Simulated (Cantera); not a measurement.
Cantera run:

```python
import numpy as np
import cantera as ct

gas_names = [...]  # 109 gases of nasa_gas.yaml made of C, Cl, H, Si
cond_names = """
    C(gr) C6H6(L) C7H8(L) C8H18(L),n-octa Si(cr) Si(L) SiC(b)
""".split()


# ... load() reads the species with a 1 bar reference pressure and builds the phases ...
atoms = {
    'CH3SiH3': {'C': 1, 'H': 6, 'Si': 1},
    'H2': {'H': 2},
    'HCl': {'H': 1, 'CL': 1},
}
top_T = {'C(gr)': 4500, 'SiC(b)': 3050}  # K; cautious upper limits of use, not melting points


# ... equilibrate(T, P, feed) seeds the gas with the atoms and calls Mixture.equilibrate('TP', solver="vcs", rtol=1e-11, max_steps=5000) ...
results = []
feed = {'CH3SiH3': 1, 'H2': 11, 'HCl': 0.76}  # mol
P = 2200  # Pa
for T in [1073, 1173, 1273, 1373, 1473, 1573, 1673, 1773, 1873, 1973, 2073, 2173]:
    mix = equilibrate(T, P, feed)
    results.append((T, P, feed, dict(zip(mix.species_names, mix.species_moles))))

top = {s: max(r[3][s] / sum(r[3][g] for g in gas_names) for r in results) for s in gas_names}
cols = sorted((s for s in top if top[s] > 0.001), key=lambda s: -top[s])[:5]
seen = [c for c in cond_names if any(r[3].get(c, 0) > 1e-12 for r in results)]
print("log10 of partial pressures in bar; condensed amounts in mol")
print(f"{'T/K':>10s}" + "".join(f"{s[:9]:>10s}" for s in cols + seen))
for T, P, feed, n in results:
    ng = sum(n[g] for g in gas_names)
    print(f"{T:10.4g}" + "".join(f"{np.log10(max(n[s] / ng * P / 1e5, 1e-99)):10.3f}" for s in cols)
          + "".join(f"{n.get(c, 0):10.4g}" for c in seen))
```

Result:

```
log10 of partial pressures in bar; condensed amounts in mol
       T/K        H2       HCL         H        Si C2H2,acet     C(gr)    SiC(b)
      1073    -1.680    -2.954    -8.694   -16.761   -10.923         0    0.9962
      1173    -1.680    -2.948    -7.769   -14.537   -10.122         0    0.9986
      1273    -1.681    -2.947    -6.987   -12.882    -9.016         0     0.999
      1373    -1.681    -2.947    -6.318   -11.561    -7.889         0    0.9991
      1473    -1.681    -2.947    -5.738   -10.409    -6.940         0    0.9991
      1573    -1.681    -2.948    -5.231    -9.279    -6.366 0.0002286    0.9987
      1673    -1.681    -2.949    -4.784    -8.253    -5.925 3.487e-05     0.998
      1773    -1.681    -2.951    -4.387    -7.287    -5.649         0    0.9968
      1873    -1.682    -2.954    -4.031    -6.419    -5.418         0    0.9947
      1973    -1.684    -2.959    -3.712    -5.654    -5.182         0    0.9909
      2073    -1.688    -2.966    -3.424    -5.000    -4.898         0    0.9821
      2173    -1.696    -2.977    -3.164    -4.452    -4.557         0     0.958
```

Method: chemical equilibrium by Gibbs-energy minimisation in Cantera with the NASA 1993 tables (ideal gas, pure condensed phases). The feed counts by its element totals alone. The tables' values for SiCl, SiCl3 are old estimates; treat these amounts as uncertain. Gases not in the tables: Si2H6 and higher silanes.
